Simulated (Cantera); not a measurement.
A closed system holds: 1 mol CaCO₃, 0.87 mol H₂, 2.4 mol H₂O, at 725 K and 670 Pa.

Method: chemical equilibrium by Gibbs-energy minimisation in Cantera with the NASA 1993 tables (ideal gas, pure condensed phases). Candidate condensed phases: C, C₆H₆, C₇H₈, C₈H₁₈, Ca, CaCO₃, CaO, Ca(OH)₂, H₂O; 115 gas species. Equilibrium is a limit: real reactors are often held back by kinetics, nucleation or transport.

Base state: H₂O 0.732, H₂ 0.265, CO₂ 0.00312, CO 0.000150 (mole fractions); condensed: CaCO₃(calcite) + CaO(s).

Q: What changes in the equilibrium state with this change: pressure from 670 Pa to 10000 Pa?

A: 
```
species                before     after
-------------------  --------  --------
H₂O                     0.732     0.734
H₂                      0.265     0.266
CO₂                   0.00312  0.000209
CO                   0.000150   1.01e-5
CaCO₃(calcite), mol     0.989     0.999
CaO(s), mol            0.0107  0.000726
```
